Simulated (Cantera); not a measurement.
Feed: 1 mol Ta2O5, 1.4 mol CH4, 0.51 mol CO, held at 1448 K and 3.38 Torr.

Equilibrium computed with Cantera from the NASA thermochemical tables; the gas is ideal and each condensed phase is pure. Candidate condensed phases: C, C6H6, C7H8, C8H18, H2O, Ta, TaC, Ta2O5; 113 gas species. Mutual solubility and eutectic melting of coexisting phases are not modelled. TaC: taken at fixed stoichiometry. Condensed phases not in the tables: Ta2C. The numbers say what is thermodynamically allowed, not how fast it happens.

Base state: H2 0.649, CO 0.350, H2O 0.000508, CO2 0.000116, H 0.000111 (mole fractions); condensed: TaC(s) + Ta2O5(s).

Task: What changes in the equilibrium state with this change: Ta2O5 replaced by TiO2?

Result: 
```csv
species,before,after
H2,0.649,0.644
CO,0.350,0.356
H,0.000111,0.000110
H2O,0.000508,3.57e-5
CO2,0.000116,8.34e-6
"TaC(s), mol",0.401,0
"Ta2O5(s), mol",0.800,0
"TiC(s), mol",0,0.360
"Ti2O3(s), mol",0,0.320
```
TiC: taken at fixed stoichiometry. Further candidate phases: Ti, TiC, TiO, TiO2, Ti2O3, Ti3O5, Ti4O7.

Task: What changes in the equilibrium state with this change: Ta2O5 replaced by PbO?

Result: 
```json
[
 {"species": "H2", "before": "0.649", "after": "0.527"},
 {"species": "CO", "before": "0.350", "after": "0.284"},
 {"species": "Pb", "before": "0", "after": "0.188"},
 {"species": "H2O", "before": "0.000508", "after": "1.71e-6"},
 {"species": "CO2", "before": "0.000116", "after": "3.89e-7"},
 {"species": "H", "before": "0.000111", "after": "9.98e-5"},
 {"species": "TaC(s), mol", "before": "0.401", "after": "0"},
 {"species": "Ta2O5(s), mol", "before": "0.800", "after": "0"},
 {"species": "C(graphite), mol", "before": "0", "after": "0.400"}
]
```
Further candidate phases: Pb, PbO, PbO2, Pb3O4.

Task: What changes in the equilibrium state with this change: temperature from 1448 K to 2198.15 K?

Result: 
```tsv
species	before	after
H2	0.649	0.541
CO	0.350	0.391
H	0.000111	0.0611
TaO2	<1e-9	0.00441
TaO	<1e-9	0.000916
OH	2.06e-9	3.11e-5
H2O	0.000508	0.00198
TaC(s), mol	0.401	0
Ta2O5(s), mol	0.800	0
Ta(s), mol	0	0.557
Ta2O5(l), mol	0	0.708
```
Condensed phases not in the tables: Ta2C, N, O or C dissolved in the metal.
